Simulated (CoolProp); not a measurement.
Properties of n-perfluoropentane along the isobar 0.101 MPa (Tc = 147.9 °C, pc = 2.063 MPa, ω = 0.436).

Model: reference Helmholtz-energy equation of state, Gao 2022, in CoolProp.

| T (°C) | phase | density (kg/m³) | cv (kJ/(kg K)) | isothermal compressibility (1/MPa) | fugacity coefficient |
|---|---|---|---|---|---|
| 103.55 | gas | 9.528 | 0.8919 | [?] | 0.9754 |
| 112.05 | gas | 9.299 | [?] | 10.14 | 0.9773 |
| 120.55 | gas | 9.082 | 0.9125 | 10.12 | 0.9790 |
| 128.95 | gas | 8.878 | [?] | 10.11 | 0.9805 |
| 137.45 | gas | 8.681 | 0.9320 | 10.09 | 0.9819 |
| 145.95 | gas | 8.494 | 0.9413 | 10.08 | 0.9832 |
| 154.45 | gas | 8.315 | 0.9504 | 10.06 | 0.9843 |
| 162.85 | gas | 8.145 | 0.9592 | 10.05 | 0.9854 |
| 171.35 | gas | 7.981 | [?] | 10.04 | 0.9864 |
| 179.85 | gas | 7.824 | 0.9762 | 10.03 | 0.9873 |

Task: Complete the blanks.

Result: 
- 103.55, isothermal compressibility (1/MPa): 10.16
- 112.05, cv (kJ/(kg K)): 0.9024
- 128.95, cv (kJ/(kg K)): 0.9223
- 171.35, cv (kJ/(kg K)): 0.9678
